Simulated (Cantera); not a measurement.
Input (Python, Cantera):

```python
import numpy as np
import cantera as ct

gas = ct.Solution("gri30.yaml")
gas.TPX = 900, 500000, {'CH4': 0.012, 'O2': 0.012, 'N2': 1}
reactor = ct.IdealGasConstPressureReactor(gas, energy="off", clone=False)
net = ct.ReactorNet([reactor])
net.rtol, net.atol = 1e-08, 1e-18
show = ['CH4', 'O2', 'CH2CO', 'CO2', 'O', 'C2H2']
times = np.geomspace(0.0001, 90, 14)

steps = ct.SolutionArray(gas, extra=["t"])
rows = []
print(f"{'t/s':>10s}{'T/K':>9s}{'P/Pa':>11s}" + "".join(f"{s:>11s}" for s in show))
for t in times:
    while net.time < t:
        t_next = net.step()
        steps.append(gas.state, t=t_next)
    rows.append([np.interp(t, steps.t, y) for y in (steps.T, steps.P, *steps(*show).X.T)])
    print(f"{t:10.3e}{rows[-1][0]:9.1f}{rows[-1][1]:11.4g}" + "".join(f"{x:11.3e}" for x in rows[-1][2:]))
rate = np.gradient(steps.T, steps.t)
print("integrator steps:", len(steps.t))
if steps.T.max() > steps.T[0] + 200:
    print(f"time of steepest temperature rise: {steps.t[rate.argmax()]:.4e} s")
gas.TPX = 900, 500000, {'CH4': 0.012, 'O2': 0.012, 'N2': 1}
gas.equilibrate("TP")
print(f"equilibrium (TP): T = {gas.T:.1f} K  " + "  ".join(f"{s} {gas[s].X[0]:.3e}" for s in show))
```

Result:

```
       t/s      T/K       P/Pa        CH4         O2      CH2CO        CO2          O       C2H2
 1.000e-04    900.0      5e+05  1.172e-02  1.172e-02  9.090e-35  5.145e-24  1.048e-17  5.396e-34
 2.871e-04    900.0      5e+05  1.172e-02  1.172e-02  2.476e-32  1.183e-22  2.986e-17  4.365e-32
 8.242e-04    900.0      5e+05  1.172e-02  1.172e-02  5.307e-30  2.705e-21  8.574e-17  3.150e-30
 2.366e-03    900.0      5e+05  1.172e-02  1.172e-02  1.022e-27  6.371e-20  2.485e-16  2.574e-28
 6.793e-03    900.0      5e+05  1.172e-02  1.172e-02  2.057e-25  1.587e-18  7.356e-16  2.785e-26
 1.950e-02    900.0      5e+05  1.172e-02  1.172e-02  4.915e-23  4.483e-17  2.326e-15  4.609e-24
 5.599e-02    900.0      5e+05  1.172e-02  1.172e-02  1.581e-20  1.618e-15  8.686e-15  1.261e-21
 1.607e-01    900.0      5e+05  1.172e-02  1.172e-02  7.253e-18  6.832e-14  3.286e-14  5.488e-19
 4.615e-01    900.0      5e+05  1.172e-02  1.172e-02  6.780e-16  8.500e-13  5.028e-14  5.084e-17
 1.325e+00    900.0      5e+05  1.172e-02  1.172e-02  1.363e-14  3.905e-12  5.726e-14  1.020e-15
 3.804e+00    900.0      5e+05  1.172e-02  1.172e-02  2.643e-13  2.003e-11  8.100e-14  1.972e-14
 1.092e+01    900.0      5e+05  1.171e-02  1.171e-02  1.326e-11  4.877e-10  2.221e-13  9.785e-13
 3.135e+01    900.0      5e+05  3.562e-03  5.139e-04  3.722e-06  1.517e-03  3.830e-11  7.079e-07
 9.000e+01    900.0      5e+05  3.365e-03  1.886e-05  1.197e-06  1.842e-03  2.721e-13  8.152e-07
integrator steps: 2062
equilibrium (TP): T = 900.0 K  CH4 8.321e-05  O2 2.973e-25  CH2CO 2.041e-13  CO2 5.355e-03  O 1.322e-24  C2H2 3.544e-14
```

Detailed kinetics in Cantera: GRI-Mech 3.0 (53 species, 325 reactions). Below about 1000 K GRI-Mech 3.0 lacks low-temperature oxidation paths.
